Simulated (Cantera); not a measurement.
A closed system holds: 1 mol BCl3, 190 mol H2, 0.18 mol N2, 0.47 mol O2, held at 10000 Pa.

Method: chemical equilibrium by Gibbs-energy minimisation in Cantera with the NASA 1993 tables (ideal gas, pure condensed phases). Candidate condensed phases: B, BN, B2O3, B3O3H3, H2O, NH4Cl; 49 gas species. N2 is the only nitrogen source here; it is nearly inert below about 1500 K, so the nitride shown seldom forms there in practice. Mutual solubility and eutectic melting of coexisting phases are not modelled. Kinetics and transport are ignored. All values below are at 977 °C.

Base state: H2 0.984, HCl 0.0157, HBO 0.000116, B3O3H3 4.44e-5, HBO2 1.93e-5, H2O 1.38e-5 (mole fractions); condensed: BN(s) + B2O3(l).

Q: What changes in the equilibrium state with this change: N2 from 0.18 to 88 mol?

A: 
```csv
species,before,after
H2,0.984,0.673
N2,4.15e-8,0.314
HCl,0.0157,0.0107
HBO2,1.93e-5,0.000224
B3O3H3,4.44e-5,9.14e-9
H2O,1.38e-5,0.00185
HBO,0.000116,6.87e-6
"BN(s), mol",0.360,0.738
"B2O3(l), mol",0.294,0.0986
```
Gases not in the tables: H3BO3.

Q: What changes in the equilibrium state with this change: BCl3 replaced by B?

A: 
```json
[
 {"species": "H2", "before": "0.984", "after": "1.000"},
 {"species": "HBO", "before": "0.000116", "after": "0.000118"},
 {"species": "B3O3H3", "before": "4.44e-5", "after": "4.64e-5"},
 {"species": "HCl", "before": "0.0157", "after": "0"},
 {"species": "H2O", "before": "1.38e-5", "after": "1.38e-5"},
 {"species": "HBO2", "before": "1.93e-5", "after": "1.93e-5"},
 {"species": "BN(s), mol", "before": "0.360", "after": "0.360"},
 {"species": "B2O3(l), mol", "before": "0.294", "after": "0.294"}
]
```
